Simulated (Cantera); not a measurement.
A perfectly stirred reactor is fed with 3.45 % CH₄, 1.38 % C₂H₆, 16.6 % O₂, 78.6 % N₂, at 0.260 bar; it is adiabatic with a 675 K inlet, and is followed from long to short residence time, starting on the burning branch (τ in s: 0.36, 0.13, 0.047, 0.017, 0.006, 0.0022, 0.00078, 0.00028, 0.0001, 3.6e-05, 1.3e-05, 4.7e-06).

Model: GRI-Mech 3.0 (53 species, 325 reactions), integrated in Cantera.

### Question
Predict: blow-out, bracketed by the residence times tried; x(CH₄) at τ = 0.360 s; x(C₂H₆) at τ = 0.360 s; x(O₂) at τ = 0.360 s; x(H₂O₂) at τ = 0.360 s; x(CH₃) at τ = 0.360 s; x(CH₄) at τ = 0.780 ms; x(C₂H₆) at τ = 0.780 ms; x(O₂) at τ = 0.780 ms; x(H₂O₂) at τ = 0.780 ms; x(CH₃) at τ = 0.780 ms.

### Answer
- blow-out, bracketed by the residence times tried: burning at 0.780 ms, out at 0.280 ms
- x(CH₄) at τ = 0.360 s: 2.21e-6
- x(C₂H₆) at τ = 0.360 s: 1.74e-7
- x(O₂) at τ = 0.360 s: 0.0479
- x(H₂O₂) at τ = 0.360 s: 2.71e-8
- x(CH₃) at τ = 0.360 s: 7.94e-7
- x(CH₄) at τ = 0.780 ms: 0.000272
- x(C₂H₆) at τ = 0.780 ms: 2.67e-5
- x(O₂) at τ = 0.780 ms: 0.0574
- x(H₂O₂) at τ = 0.780 ms: 2.38e-7
- x(CH₃) at τ = 0.780 ms: 5.83e-5
